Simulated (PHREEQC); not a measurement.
A made-up water analysis in mg/kgw, 20 °C, pH 6.8, pe 1.1:

```tsv
constituent	mg/kgw
Na	82.7
K	84.8
Ca	25.6
Mg	7.91
Cl	162
S(6) as SO4	21.2
Alkalinity as HCO3	141
Li	0.0527
```

Valence states are taken as typed.

Equilibrium calculation in PHREEQC: ion-association model, phreeqc.dat.

The ionic strength is 0.00859 mol/kgw and the specific conductance is 765 µS/cm. The charge-balance error is 2.5 %.

```json
[
 {"species": "Cl-", "molality": "0.00457", "activity": "0.00415", "log γ": "-0.042"},
 {"species": "Na+", "molality": "0.00359", "activity": "0.00327", "log γ": "-0.041"},
 {"species": "HCO3-", "molality": "0.00229", "activity": "0.00209", "log γ": "-0.040"},
 {"species": "K+", "molality": "0.00217", "activity": "0.00197", "log γ": "-0.042"},
 {"species": "CO2", "molality": "0.000795", "activity": "0.000796", "log γ": "0.001"},
 {"species": "Ca+2", "molality": "0.000617", "activity": "0.000425", "log γ": "-0.161"},
 {"species": "Mg+2", "molality": "0.000313", "activity": "0.000217", "log γ": "-0.159"},
 {"species": "SO4-2", "molality": "0.000200", "activity": "0.000138", "log γ": "-0.163"},
 {"species": "CaHCO3+", "molality": "1.14e-5", "activity": "1.04e-5", "log γ": "-0.040"},
 {"species": "CaSO4", "molality": "1.00e-5", "activity": "1.00e-5", "log γ": "0.001"},
 {"species": "Li+", "molality": "7.59e-6", "activity": "6.93e-6", "log γ": "-0.040"},
 {"species": "MgSO4", "molality": "6.14e-6", "activity": "6.15e-6", "log γ": "0.001"},
 {"species": "MgHCO3+", "molality": "5.72e-6", "activity": "5.20e-6", "log γ": "-0.042"}
]
```

This is a speciation only: nothing precipitates in the calculation. Species that the database lacks are ignored.
